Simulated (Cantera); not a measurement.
An adiabatic, constant-volume homogeneous reactor starts with CH₄ : H₂ : O₂ : N₂ = 1 : 0.27 : 3.75 : 14.1 (molar parts), at 1450 K and 100000 Pa. Integrator tolerance rtol = 1e-08.

Model: GRI-Mech 3.0 (53 species, 325 reactions), integrated in Cantera.

**Question.** What does this change do: pressure from 100000 Pa to 26000 Pa?

**Answer.** 
```csv
quantity,before,after
time of steepest temperature rise,0.477 ms,1.49 ms
temperature at 0.300 s,2638 K,2567 K
equilibrium temperature,2638 K,2567 K
x(CH₄) at 0.300 s,<1e-12 (gas-phase equilibrium <1e-12),<1e-12 (gas-phase equilibrium <1e-12)
x(H₂) at 0.300 s,0.00323 (gas-phase equilibrium 0.00323),0.00447 (gas-phase equilibrium 0.00447)
x(O₂) at 0.300 s,0.0754 (gas-phase equilibrium 0.0754),0.0764 (gas-phase equilibrium 0.0764)
x(CO) at 0.300 s,0.00864 (gas-phase equilibrium 0.00864),0.0112 (gas-phase equilibrium 0.0112)
x(C₂H₆) at 0.300 s,<1e-12 (gas-phase equilibrium <1e-12),<1e-12 (gas-phase equilibrium <1e-12)
x(C₂H) at 0.300 s,<1e-12 (gas-phase equilibrium <1e-12),<1e-12 (gas-phase equilibrium <1e-12)
```

**Question.** What does this change do: H2 0.27 to 0.52 parts?

**Answer.** 
```json
[
 {"quantity": "time of steepest temperature rise", "before": "0.477 ms", "after": "0.258 ms"},
 {"quantity": "temperature at 0.300 s", "before": "2638 K", "after": "2677 K"},
 {"quantity": "equilibrium temperature", "before": "2638 K", "after": "2677 K"},
 {"quantity": "x(CH₄) at 0.300 s", "before": "<1e-12 (gas-phase equilibrium <1e-12)", "after": "<1e-12 (gas-phase equilibrium <1e-12)"},
 {"quantity": "x(H₂) at 0.300 s", "before": "0.00323 (gas-phase equilibrium 0.00323)", "after": "0.00432 (gas-phase equilibrium 0.00432)"},
 {"quantity": "x(O₂) at 0.300 s", "before": "0.0754 (gas-phase equilibrium 0.0754)", "after": "0.0688 (gas-phase equilibrium 0.0688)"},
 {"quantity": "x(CO) at 0.300 s", "before": "0.00864 (gas-phase equilibrium 0.00864)", "after": "0.0103 (gas-phase equilibrium 0.0103)"},
 {"quantity": "x(C₂H₆) at 0.300 s", "before": "<1e-12 (gas-phase equilibrium <1e-12)", "after": "<1e-12 (gas-phase equilibrium <1e-12)"},
 {"quantity": "x(C₂H) at 0.300 s", "before": "<1e-12 (gas-phase equilibrium <1e-12)", "after": "<1e-12 (gas-phase equilibrium <1e-12)"}
]
```
